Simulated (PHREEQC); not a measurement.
1 kg of water holding 0.43 mol MgSO4, 0.064 mol LiCl, 0.036 mol MgCl2 and 0.062 mol KCl is evaporated at 25 °C; the solids stay in contact with the brine. The system is closed to CO2. Only these solids could form: Arcanite, Bischofite, Brucite, Carnallite, Epsomite, Hexahydrite, Kainite, Kieserite, Leonite, Misenite, Schoenite, Sylvite, MgCl2_4H2O.

Model: Pitzer model, pitzer.dat, run in PHREEQC.

```tsv
water left (kg)	ionic strength	water activity	Epsomite (mol)	Leonite (mol)	Schoenite (mol)
1	1.95	0.986	0	0	0
0.8219	2.38	0.983	0	0	0
0.6755	(withheld)	0.979	0	0	0
0.5552	3.52	0.973	0	0	0
0.4563	4.28	(withheld)	0	0	0
0.375	5.21	0.957	0	0	0
0.3082	6.34	(withheld)	0	0	0
0.2533	7.71	0.926	0	0	0
0.2082	9.38	0.901	0	0	0
0.1711	11.4	0.863	0	0	0
0.1273	12.0	0.836	(withheld)	0	0
0.08747	12.0	0.806	0.219	0	(withheld)
0.05548	(withheld)	0.751	(withheld)	0	0.0146
0.03274	12.5	0.620	0.347	0.0225	0
```

### Question
Fill in the missing entries.

### Answer

- 0.6755, ionic strength: 2.89
- 0.4563, water activity: 0.967
- 0.3082, water activity: 0.944
- 0.1273, Epsomite (mol): 0.106
- 0.08747, Schoenite (mol): 0.00428
- 0.05548, ionic strength: 11.7
- 0.05548, Epsomite (mol): 0.301
